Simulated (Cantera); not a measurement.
An adiabatic, constant-volume homogeneous reactor starts with CH₄ : O₂ : N₂ = 1 : 3.92 : 14.7 (molar parts), equivalence ratio 0.51, at 1725 K and 19.7 atm.

Computed with Cantera and GRI-Mech 3.0 (53 species, 325 reactions). The pressure lies above the range GRI-Mech 3.0 was tuned for (to about 10 atm).

Predict: time of steepest temperature rise; temperature at 0.100 s; equilibrium temperature; x(O₂) at 0.100 s; x(CO) at 0.100 s; x(NO) at 0.100 s; x(N₂O) at 0.100 s.


| Property | Result |
|---|---|
| time of steepest temperature rise | 13.4 µs |
| temperature at 0.100 s | 2834 K |
| equilibrium temperature | 2834 K |
| x(O₂) at 0.100 s | 0.0840 (gas-phase equilibrium 0.0840) |
| x(CO) at 0.100 s | 0.00481 (gas-phase equilibrium 0.00481) |
| x(NO) at 0.100 s | 0.0236 (gas-phase equilibrium 0.0236) |
| x(N₂O) at 0.100 s | 7.33e-6 (gas-phase equilibrium 7.33e-6) |
